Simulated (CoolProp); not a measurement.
A single-stage vapour-compression cycle with R1233zd(E): evaporating at 324.15 K (dew point), condensing at 379.15 K (bubble point), superheat 10 K, subcooling 0 K, compressor efficiency 0.75, no pressure losses. Each further row changes one setting.

The numbers come from the reference Helmholtz-energy equation of state, Akasaka 2022 in CoolProp.

```csv
case,cooling COP,pressure ratio,discharge temperature (K),refrigerating effect (kJ/kg),volumetric capacity (kJ/m³)
as stated,3.19,3.92,388.9,113,1740
evaporating temperature 329.15 K,3.67,3.39,388.7,116,2070
condensing temperature 374.15 K,3.67,3.52,384.1,120,1850
subcooling 5 K,3.39,3.92,388.9,120,1850
superheat 20 K,3.29,3.92,398.7,122,1810
compressor efficiency 0.65,2.77,3.92,393.9,113,1740
```
